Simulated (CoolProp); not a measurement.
A single-stage vapour-compression cycle with R365MFC: evaporating at 274.15 K (dew point), condensing at 324.15 K (bubble point), superheat 2 K, subcooling 5 K, compressor efficiency 0.7, no pressure losses. Each further row changes one setting.

Computed with CoolProp (reference Helmholtz-energy equation of state, Lemmon 2016).

```tsv
case	cooling COP	pressure ratio	discharge temperature (K)	refrigerating effect (kJ/kg)	volumetric capacity (kJ/m³)
as stated	3.18	7.59	325.8	146	185
evaporating temperature 279.15 K	[?]	5.96	325.3	150	239
condensing temperature 319.15 K	3.64	[?]	[?]	153	194
subcooling 10 K	[?]	7.59	325.8	153	194
superheat 12 K	[?]	7.59	336.6	[?]	190
compressor efficiency 0.6	[?]	7.59	332.9	146	185
```

Complete the blanks.


- evaporating temperature 279.15 K, cooling COP: 3.69
- condensing temperature 319.15 K, pressure ratio: 6.41
- condensing temperature 319.15 K, discharge temperature (K): 321.5
- subcooling 10 K, cooling COP: 3.33
- superheat 12 K, cooling COP: 3.24
- superheat 12 K, refrigerating effect (kJ/kg): 155
- compressor efficiency 0.6, cooling COP: 2.72
